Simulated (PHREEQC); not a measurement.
Dissolve 0.041 mol/kgw H3AsO4 and 0.0054 mol/kgw H2SO4 at 14 °C. Closed to the air; pH follows from the charge balance.

Model: ion-association model, wateq4f.dat, run in PHREEQC.

### Question
The ionic strength comes out as 0.0223 mol/kgw. What activity coefficients do SO4-2, H2AsO4-, H+, HSO4- get?

### Answer
SO4-2 0.57, H2AsO4- 0.87, H+ 0.89, HSO4- 0.87.

No solid was allowed to form. Complexes and solids missing from the database can't appear. At this temperature some constants are extrapolated from 25 °C, and those without enthalpy data are left unchanged.
